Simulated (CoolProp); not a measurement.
Vapour-liquid equilibrium of n-hexane (1) + n-decane (2) at 0.175 bar; x and y are mole fractions of (1).

Computed with CoolProp (multi-fluid Helmholtz-energy mixture model, Thol 2019 and Lemmon 2006; pair parameters Kunz 2012).

```
x      bubble temperature (K)  y at the bubble point  dew temperature at overall composition x (K)  liquid density (mol/L)
-----  ----------------------  ---------------------  --------------------------------------------  ----------------------
0.05                    369.1                  0.555                                         387.8                   4.788
0.125                   349.3                  0.827                                         385.6                   5.025
0.2                     336.7                  0.915                                         383.3                   5.230
0.275                   327.9                  0.951                                         380.8                   5.425
0.35                    321.3                  0.970                                         378.1                   5.617
0.425                   316.0                  0.981                                         375.1                   5.812
0.5                     311.8                  0.987                                         371.8                   6.013
0.575                   308.2                  0.991                                         368.0                   6.221
0.65                    305.1                  0.994                                         363.7                   6.439
0.725                   302.4                  0.996                                         358.5                   6.669
0.8                     300.1                  0.998                                         352.1                   6.911
0.875                   298.0                  0.999                                         343.2                   7.168
0.95                    296.1                  1.000                                         328.3                   7.440
```

No azeotrope shows between x = 0.05 and 0.95.

Pair parameters are fitted to limited data, so mixtures are less certain than the pure fluids.
